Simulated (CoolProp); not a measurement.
The numbers come from the reference Helmholtz-energy equation of state, Lemmon 2006 in CoolProp. It is a short technical equation, of lower accuracy than the large ones.

Q: Give the vapour pressure (kPa), enthalpy of vaporisation (kJ/kg), vapour Z, surface tension (mN/m) of saturated carbon monoxide at 92.8 K.

A: 
| T (K) | p (kPa) | enthalpy of vaporisation (kJ/kg) | vapour Z | surface tension (mN/m) |
|---|---|---|---|---|
| 92.8 | 306 | 198 | 0.910 | 7.18 |

Surface tension comes from a separate correlation (Mulero 2012).
